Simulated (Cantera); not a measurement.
Input: 1 mol Pb, 2.5 mol CO2, 1.6 mol CO, at 0.100 bar.

Equilibrium computed with Cantera from the NASA thermochemical tables; the gas is ideal and each condensed phase is pure. Candidate condensed phases: C, Pb, PbO, PbO2, Pb3O4; 15 gas species. The numbers say what is thermodynamically allowed, not how fast it happens.

What share of the Pb ends up in condensed phases as a function of T (°C), at 552, 602, 652, 702, 752, 802, 852, 902, 952, 1002, 1052, 1102, 1152?


```tsv
T (°C)	Pb condensed (%)	as
552	100.0	Pb(l)
602	100.0	Pb(l)
652	100.0	Pb(l)
702	100.0	Pb(l)
752	99.9	Pb(l)
802	99.7	Pb(l)
852	99.2	Pb(l)
902	98.2	Pb(l)
952	96.1	Pb(l)
1002	92.1	Pb(l)
1052	84.7	Pb(l)
1102	71.2	Pb(l)
1152	46.9	Pb(l)
```
